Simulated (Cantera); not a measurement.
## Carbon deposition, reforming and gasification: CH3OH + NH3 + N2

Input: 1 mol CH3OH, 0.33 mol NH3, 0.19 mol N2, at 22.0 bar.

Cantera equilibrium calculation (NASA polynomials, part measured and part estimated; ideal gas, pure solids and liquids). Candidate condensed phases: C, C6H6, C7H8, C8H18, H2O; 136 gas species. Equilibrium is a limit: real reactors are often held back by kinetics, nucleation or transport.

| T (°C) | x H2 | x CH4 | x H2O | x CO | x N2 | x CO2 | x H | n C(graphite) |
|---|---|---|---|---|---|---|---|---|
| 602 | 0.179 | 0.308 | 0.274 | 0.0171 | 0.152 | 0.0690 | 4.53e-12 | 0.0817 |
| 802 | 0.406 | 0.164 | 0.138 | 0.122 | 0.124 | 0.0447 | 1.99e-9 | 0.0545 |
| 1002 | 0.569 | 0.0518 | 0.0419 | 0.225 | 0.102 | 0.00996 | 1.19e-7 | 0 |
| 1202 | 0.625 | 0.0143 | 0.0124 | 0.251 | 0.0947 | 0.00201 | 2.19e-6 | 0 |
| 1402 | 0.640 | 0.00476 | 0.00458 | 0.257 | 0.0929 | 0.000555 | 1.98e-5 | 0 |
| 1602 | 0.644 | 0.00176 | 0.00230 | 0.258 | 0.0922 | 0.000224 | 0.000112 | 0 |
| 1802 | 0.646 | 0.000645 | 0.00161 | 0.258 | 0.0919 | 0.000133 | 0.000456 | 0 |
| 2002 | 0.645 | 0.000242 | 0.00141 | 0.258 | 0.0917 | 0.000102 | 0.00145 | 0 |
| 2202 | 0.644 | 0.000100 | 0.00135 | 0.258 | 0.0915 | 8.81e-5 | 0.00385 | 0 |
| 2402 | 0.640 | 4.60e-5 | 0.00133 | 0.257 | 0.0913 | 8.03e-5 | 0.00881 | 0 |
x: gas mole fraction; n: condensed amount in mol.

From 602 °C to 802 °C the condensed part is C(graphite). From 1002 °C to 2402 °C nothing is condensed. The main C-bearing gas is CH4 at 602 °C and CO at 2402 °C.
